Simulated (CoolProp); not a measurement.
Properties of CHF3 (R23) along the isobar 6.74 MPa.

Model: reference Helmholtz-energy equation of state, Penoncello 2003, in CoolProp.

```tsv
T (K)	phase	density (kg/m³)	conductivity (mW/(m K))	Prandtl number	fugacity coefficient
260.4	liquid	1170	92.8	2.00	0.2348
279.9	liquid	1052	80.9	1.98	0.3574
299.4	supercritical	875.1	66.1	2.30	0.4961
318.9	supercritical	434.7	36.3	3.07	0.6215
338.4	supercritical	275.6	29.0	1.31	0.6986
358	supercritical	223.9	27.7	1.03	0.7544
377.5	supercritical	194.6	27.5	0.932	0.7977
397	supercritical	174.5	27.7	0.890	0.8327
416.5	supercritical	159.4	28.1	0.871	0.8613
436	supercritical	147.5	28.7	0.864	0.8850
455.5	supercritical	137.7	29.4	0.864	0.9049
475	supercritical	129.5	30.1	0.866	0.9216
```

Viscosity comes from a separate model (Shan 2000). Thermal conductivity comes from a separate model (Shan 2000).
